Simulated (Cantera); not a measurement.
Cantera run:

```python
import numpy as np
import cantera as ct

gas_names = [...]  # 114 gases of nasa_gas.yaml made of C, Fe, H, O
cond_names = """
    C(gr) C6H6(L) C7H8(L) C8H18(L),n-octa Fe(a) Fe(c) Fe(d) Fe(L) FeC5O5(L) FeO(s) FeO(L) Fe(OH)2(s)
    Fe(OH)3(s) Fe2O3(s) Fe3O4(s) H2O(s) H2O(L)
""".split()


# ... load() reads the species with a 1 bar reference pressure and builds the phases ...
atoms = {
    'Fe3O4': {'Fe': 3, 'O': 4},
    'CH4': {'C': 1, 'H': 4},
    'CO': {'C': 1, 'O': 1},
}
top_T = {'C(gr)': 4500, 'Fe2O3(s)': 1830, 'Fe3O4(s)': 1870}  # K; cautious upper limits of use, not melting points


# ... equilibrate(T, P, feed) seeds the gas with the atoms and calls Mixture.equilibrate('TP', solver="vcs", rtol=1e-11, max_steps=5000) ...
results = []
feed = {'Fe3O4': 1, 'CH4': 4.6, 'CO': 0.011}  # mol
P = 1000  # Pa
for T in [1698, 1723, 1748, 1773, 1798, 1823, 1848, 1873, 1898, 1923]:
    mix = equilibrate(T, P, feed)
    results.append((T, P, feed, dict(zip(mix.species_names, mix.species_moles))))
    x = sorted(zip(gas.X, gas.species_names), reverse=True)
    print(f"T = {T:g} K  P = {P:g} Pa  gas = {mix.phase_moles(0):.4g} mol")
    print("   x: " + "  ".join(f"{s} {v:.3e}" for v, s in x if v > 0.0001))
    print("   condensed (mol): " + ("  ".join(f"{mix.phase(i).name} {mix.phase_moles(i):.4g}"
          for i in range(1, mix.n_phases) if mix.phase_moles(i) > 1e-12) or "none"))
```

It prints:

```
T = 1698 K  P = 1000 Pa  gas = 13.23 mol
   x: H2 6.949e-01  CO 3.032e-01  H 1.205e-03  Fe 6.090e-04
   condensed (mol): C(gr) 0.5986  Fe(d) 2.992
T = 1723 K  P = 1000 Pa  gas = 13.23 mol
   x: H2 6.944e-01  CO 3.031e-01  H 1.520e-03  Fe 9.125e-04
   condensed (mol): C(gr) 0.5983  Fe(d) 2.988
T = 1748 K  P = 1000 Pa  gas = 13.24 mol
   x: H2 6.937e-01  CO 3.029e-01  H 1.903e-03  Fe 1.351e-03
   condensed (mol): C(gr) 0.5979  Fe(d) 2.982
T = 1773 K  P = 1000 Pa  gas = 13.25 mol
   x: H2 6.929e-01  CO 3.027e-01  H 2.368e-03  Fe 1.977e-03
   condensed (mol): C(gr) 0.5974  Fe(d) 2.974
T = 1798 K  P = 1000 Pa  gas = 13.27 mol
   x: H2 6.918e-01  CO 3.023e-01  H 2.928e-03  Fe 2.862e-03  C2H2,acetylene 1.193e-04
   condensed (mol): C(gr) 0.5968  Fe(d) 2.962
T = 1823 K  P = 1000 Pa  gas = 13.29 mol
   x: H2 6.904e-01  CO 3.018e-01  Fe 4.071e-03  H 3.600e-03  C2H2,acetylene 1.459e-04
   condensed (mol): C(gr) 0.5961  Fe(L) 2.946
T = 1848 K  P = 1000 Pa  gas = 13.32 mol
   x: H2 6.885e-01  CO 3.012e-01  Fe 5.700e-03  H 4.399e-03  C2H2,acetylene 1.773e-04
   condensed (mol): C(gr) 0.5952  Fe(L) 2.924
T = 1873 K  P = 1000 Pa  gas = 13.35 mol
   x: H2 6.861e-01  CO 3.004e-01  Fe 7.906e-03  H 5.346e-03  C2H2,acetylene 2.141e-04
   condensed (mol): C(gr) 0.5942  Fe(L) 2.894
T = 1898 K  P = 1000 Pa  gas = 13.4 mol
   x: H2 6.831e-01  CO 2.993e-01  Fe 1.087e-02  H 6.460e-03  C2H2,acetylene 2.570e-04
   condensed (mol): C(gr) 0.5931  Fe(L) 2.854
T = 1923 K  P = 1000 Pa  gas = 13.46 mol
   x: H2 6.792e-01  CO 2.979e-01  Fe 1.481e-02  H 7.764e-03  C2H2,acetylene 3.066e-04
   condensed (mol): C(gr) 0.5917  Fe(L) 2.801
```

Equilibrium computed with Cantera from the NASA thermochemical tables; the gas is ideal and each condensed phase is pure. Iron dissolves carbon and melts from about 1420 K in contact with it, which pure phases cannot show. Condensed phases not in the tables: cementite and carbon dissolved in iron.
